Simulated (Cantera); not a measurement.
Feed: 1 mol B, 0.25 mol H₂O, 91 mol H₂, equilibrated at 873.15 K.

Cantera equilibrium calculation (NASA polynomials, part measured and part estimated; ideal gas, pure solids and liquids). Candidate condensed phases: B, B₂O₃, B₃O₃H₃, H₂O; 23 gas species. Kinetics and transport are ignored.

Question: Which condensed phases are stable at each of these points (P (Pa)): 10, 37, 140, 520, 1900, 7200, 27000, 100000?

Answer: 
| P (Pa) | condensed phases | B condensed (%) |
|---|---|---|
| 10 | B(s) + B₂O₃(l) | 98.6 |
| 37 | B(s) + B₂O₃(l) | 97.3 |
| 140 | B(s) + B₂O₃(l) | 94.8 |
| 520 | B(s) + B₂O₃(l) | 90.1 |
| 1900 | B(s) + B₂O₃(l) | 81.0 |
| 7200 | B(s) | 75.0 |
| 27000 | B(s) | 75.0 |
| 100000 | B(s) | 75.0 |

From 0.0750 Torr to 14.3 Torr the condensed part is B(s) + B₂O₃(l). From 54.0 Torr to 750 Torr the condensed part is B(s).
